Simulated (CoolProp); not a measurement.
Values from CoolProp's reference Helmholtz-energy equation of state, Lemmon 2006. It is a short technical equation, of lower accuracy than the large ones.

Task: For nitrous oxide, give the phase and the Joule-Thomson coefficient (K/MPa) at 494.8 K and 0.177 MPa.

Result: 
- 494.8 K and 0.177 MPa: gas; Joule-Thomson coefficient 3.48
